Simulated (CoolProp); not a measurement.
R245ca along the isotherm 450 K: Z from the reference equation and from simpler models built on Tc = 447.6 K, pc = 39.41 bar, ω = 0.355; each cubic takes its own stable root.

Values from CoolProp's reference Helmholtz-energy equation of state, Zhou 2016.

```tsv
p (bar)	phase	reference
6.57	gas	0.9405
13.1	gas	0.8766
19.7	gas	0.8046
26.3	gas	0.7201
32.8	gas	0.6138
39.4	gas	0.4307
46	supercritical	0.2153
52.5	supercritical	0.2275
59.1	supercritical	0.2452
65.7	supercritical	0.2645
72.2	supercritical	0.2840
78.8	supercritical	0.3041
85.4	supercritical	0.3243
92	supercritical	0.3445
98.5	supercritical	0.3643
```

### Question
How far does each simpler model (van der Waals, Redlich-Kwong, Soave-Redlich-Kwong, Peng-Robinson) lie from the reference over these 15 states: mean and median of the absolute difference, and the worst?

### Answer
- van der Waals: mean 27.1 %, median 40.6 %, worst +43.6 % at 450 K and 52.5 bar
- Redlich-Kwong: mean 11.0 %, median 14.0 %, worst +23.2 % at 450 K and 46 bar
- Soave-Redlich-Kwong: mean 11.6 %, median 14.3 %, worst +24.9 % at 450 K and 46 bar
- Peng-Robinson: mean 4.4 %, median 2.9 %, worst +13.7 % at 450 K and 46 bar
